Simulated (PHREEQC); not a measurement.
Leach liquor: speciation

Solution (25 °C): 0.25 mol H2SO4, 0.0016 mol Al2(SO4)3 and 3.7e-05 mol Na2SO4 per kg of water. Closed to the air; pH follows from the charge balance.

Equilibrium calculation in PHREEQC: ion-association model, wateq4f.dat.

Precipitation was switched off in this run.

What pH, activity of water does the model give?

pH 0.66; activity of water 0.991.

In which forms is S present?

HSO4- 87 %, SO4-2 12 %, AlSO4+ 0.8 % of the S.
